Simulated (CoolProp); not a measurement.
Sulfur dioxide along the isotherm 414 K: density (kg/m³) from the reference equation and from simpler models built on Tc = 430.6 K, pc = 7.887 MPa, ω = 0.256; each cubic takes its own stable root.

Model: reference Helmholtz-energy equation of state, Gao 2016, in CoolProp.

```tsv
p (MPa)	phase	reference	ideal gas	van der Waals	Redlich-Kwong	Soave-Redlich-Kwong
0.438	gas	8.339	8.152	8.305	8.331	8.334
0.876	gas	17.08	16.30	16.94	17.05	17.06
1.31	gas	26.21	24.38	25.85	26.11	26.15
1.75	gas	35.98	32.57	35.31	35.79	35.86
2.19	gas	46.38	40.76	45.23	46.05	46.17
2.63	gas	57.51	48.95	55.71	56.96	57.16
3.07	gas	69.53	57.14	66.82	68.65	68.96
3.51	gas	82.63	65.33	78.68	81.28	81.74
3.94	gas	96.76	73.33	91.17	94.74	95.43
```
